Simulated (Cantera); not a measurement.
Charge: 1 mol Al, 280 mol NH₃, 13 mol H₂, at 625 K and 0.00133 bar.

These are equilibrium values from Cantera (NASA tables, ideal gas, pure condensed phases), not measurements of a reactor. Candidate condensed phases: Al, AlN; 13 gas species. Kinetics and transport are ignored.

Base state: H₂ 0.756, N₂ 0.244, NH₃ 1.19e-5 (mole fractions); condensed: AlN(s).

### Question
What changes in the equilibrium state with this change: temperature from 625 K to 1798.15 K?

### Answer
| species | before | after |
|---|---|---|
| H₂ | 0.756 | 0.747 |
| N₂ | 0.244 | 0.243 |
| H | <1e-9 | 0.00834 |
| Al | <1e-9 | 0.00171 |
| AlH | <1e-9 | 2.47e-5 |
| NH₃ | 1.19e-5 | 1.24e-8 |
| AlN(s), mol | 1.00 | 0 |
